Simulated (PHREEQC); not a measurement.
Synthetic water in mg/kgw, 29 °C, pH 2.52, pe 11.4:

```tsv
constituent	mg/kgw
Na	34.1
K	14.3
Ca	65.2
Mg	17.5
Cl	45.3
S(6) as SO4	532
N(5) as NO3	1.87
Si as SiO2	0.351
B	0.511
```

Na is adjusted to close the charge balance.
Valence states are taken as typed.

Equilibrium calculation in PHREEQC: ion-association model, wateq4f.dat.

Precipitation was switched off in this run.

Question: Order these S species by the share of S that they hold, largest first: SO4-2, CaSO4, HSO4-, MgSO4, NaSO4-.

Answer: SO4-2 (72 %), HSO4- (16 %), CaSO4 (6.9 %), MgSO4 (3.7 %), NaSO4- (0.68 %)

The pH is 2.52 and the ionic strength 0.0160 mol/kgw.
